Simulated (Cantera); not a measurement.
Feed: 1 mol borazine, 15 mol H2O, 16 mol H2, at 44.0 mbar.

Cantera equilibrium calculation (NASA polynomials, part measured and part estimated; ideal gas, pure solids and liquids). Candidate condensed phases: B, BN, B2O3, B3O3H3, H2O; 39 gas species. The feed counts by its element totals alone. Gases not in the tables: H3BO3. Rates play no part.

x: gas mole fraction; n: condensed amount in mol.

```
T (K)   x H2  x H2O    x HBO2    x N2       x H    x B2O3  n B2O3(l)
-----  -----  -----  --------  ------  --------  --------  ---------
1123   0.662  0.295  0.000663  0.0423   1.65e-7   1.41e-8       1.46
1223   0.661  0.293   0.00296  0.0422   1.17e-6   4.37e-7       1.43
1323   0.659  0.289    0.0103  0.0420   6.14e-6   7.90e-6       1.30
1423   0.652  0.276    0.0295  0.0416   2.56e-5   9.33e-5      0.955
1523   0.638  0.250    0.0706  0.0407   8.80e-5  0.000783      0.163
1623   0.635  0.245    0.0783  0.0405  0.000263   0.00126          0
1723   0.634  0.245    0.0776  0.0405  0.000692   0.00155          0
1823   0.633  0.245    0.0767  0.0405         ?         ?          0
1923   0.631  0.246    0.0757  0.0405         ?         ?          0
2023   0.628  0.246    0.0744  0.0404   0.00718   0.00244          0
2123   0.622  0.245    0.0728  0.0402    0.0135   0.00271          0
2223   0.613  0.244    0.0707  0.0400    0.0239   0.00294          0
2323   0.599  0.242    0.0678  0.0396    0.0402   0.00309          0
```

Q: What belongs in the gaps?

A: 
- 1823, x H: 0.00164
- 1823, x B2O3: 0.00184
- 1923, x H: 0.00357
- 1923, x B2O3: 0.00215
